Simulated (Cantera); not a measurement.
A closed system holds: 1 mol C2F6, at 2623.15 K.

Equilibrium computed with Cantera from the NASA thermochemical tables; the gas is ideal and each condensed phase is pure. Candidate condensed phases: C; 13 gas species. The feed counts by its element totals alone. Gases not in the tables: C2F6 and larger saturated fluorocarbons. Equilibrium is a limit: real reactors are often held back by kinetics, nucleation or transport.

Q: Which condensed phases are stable at each of these points (P (Pa)): 1, 3.60, 13, 46, 170, 600, 2200, 7700, 28000, 100000?

A: 
```json
[
 {"P (Pa)": "1", "condensed phases": "gas only", "C condensed (%)": "0.0"},
 {"P (Pa)": "3.60", "condensed phases": "gas only", "C condensed (%)": "0.0"},
 {"P (Pa)": "13", "condensed phases": "C(graphite)", "C condensed (%)": "59.6"},
 {"P (Pa)": "46", "condensed phases": "C(graphite)", "C condensed (%)": "74.3"},
 {"P (Pa)": "170", "condensed phases": "C(graphite)", "C condensed (%)": "67.6"},
 {"P (Pa)": "600", "condensed phases": "C(graphite)", "C condensed (%)": "43.8"},
 {"P (Pa)": "2200", "condensed phases": "C(graphite)", "C condensed (%)": "11.5"},
 {"P (Pa)": "7700", "condensed phases": "gas only", "C condensed (%)": "0.0"},
 {"P (Pa)": "28000", "condensed phases": "gas only", "C condensed (%)": "0.0"},
 {"P (Pa)": "100000", "condensed phases": "C(graphite)", "C condensed (%)": "6.2"}
]
```

From 1.00e-5 bar to 3.60e-5 bar nothing is condensed. From 0.000130 bar to 0.0220 bar the condensed part is C(graphite). From 0.0770 bar to 0.280 bar nothing is condensed. At 1.00 bar the condensed part is C(graphite).
